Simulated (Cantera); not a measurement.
What does this Cantera script print?

```python
import numpy as np
import cantera as ct

gas = ct.Solution("gri30.yaml")
gas.TPX = 1373, 150000, {'CH3OH': 1, 'O2': 1.61, 'N2': 6.06}
reactor = ct.IdealGasConstPressureReactor(gas, energy="on", clone=False)
net = ct.ReactorNet([reactor])
net.rtol, net.atol = 1e-08, 1e-16
show = ['CH3OH', 'O2', 'C2H', 'H2O', 'NO2']
times = np.geomspace(4e-06, 0.2, 12)

steps = ct.SolutionArray(gas, extra=["t"])
rows = []
print(f"{'t/s':>10s}{'T/K':>9s}{'P/Pa':>11s}" + "".join(f"{s:>11s}" for s in show))
for t in times:
    while net.time < t:
        t_next = net.step()
        steps.append(gas.state, t=t_next)
    rows.append([np.interp(t, steps.t, y) for y in (steps.T, steps.P, *steps(*show).X.T)])
    print(f"{t:10.3e}{rows[-1][0]:9.1f}{rows[-1][1]:11.4g}" + "".join(f"{x:11.3e}" for x in rows[-1][2:]))
rate = np.gradient(steps.T, steps.t)
print("integrator steps:", len(steps.t))
if steps.T.max() > steps.T[0] + 200:
    print(f"time of steepest temperature rise: {steps.t[rate.argmax()]:.4e} s")
gas.TPX = 1373, 150000, {'CH3OH': 1, 'O2': 1.61, 'N2': 6.06}
gas.equilibrate("HP")
print(f"equilibrium (HP): T = {gas.T:.1f} K  " + "  ".join(f"{s} {gas[s].X[0]:.3e}" for s in show))
```

Result:

```
       t/s      T/K       P/Pa      CH3OH         O2        C2H        H2O        NO2
 4.000e-06   1373.0    1.5e+05  1.153e-01  1.857e-01  1.139e-22  2.290e-06  6.559e-21
 1.070e-05   1373.0    1.5e+05  1.153e-01  1.857e-01  3.208e-22  6.241e-06  1.658e-19
 2.860e-05   1373.0    1.5e+05  1.153e-01  1.857e-01  9.860e-22  1.729e-05  3.938e-18
 7.649e-05   1373.0    1.5e+05  1.152e-01  1.856e-01  4.980e-21  5.463e-05  9.250e-17
 2.045e-04   1373.5    1.5e+05  1.147e-01  1.853e-01  7.230e-20  3.184e-04  2.914e-15
 5.470e-04   1435.9    1.5e+05  8.910e-02  1.696e-01  2.030e-16  1.940e-02  2.529e-12
 1.463e-03   2680.7    1.5e+05  1.340e-16  2.724e-02  2.792e-20  1.868e-01  8.725e-07
 3.911e-03   2674.1    1.5e+05  1.386e-16  2.533e-02  2.756e-20  1.871e-01  2.320e-06
 1.046e-02   2671.2    1.5e+05  1.408e-16  2.451e-02  2.739e-20  1.873e-01  2.921e-06
 2.797e-02   2671.1    1.5e+05  1.408e-16  2.448e-02  2.738e-20  1.873e-01  2.941e-06
 7.479e-02   2671.1    1.5e+05  1.408e-16  2.448e-02  2.738e-20  1.873e-01  2.941e-06
 2.000e-01   2671.1    1.5e+05  1.408e-16  2.448e-02  2.738e-20  1.873e-01  2.941e-06
integrator steps: 1890
time of steepest temperature rise: 6.0736e-04 s
equilibrium (HP): T = 2671.1 K  CH3OH 1.460e-16  O2 2.448e-02  C2H 2.942e-20  H2O 1.873e-01  NO2 2.941e-06
```

Cantera simulation using GRI-Mech 3.0 (53 species, 325 reactions); the numbers are that mechanism's predictions, not measurements. GRI-Mech 3.0 was tuned for natural gas; its chemistry of methanol as a main component is partial and can be far from experiment.
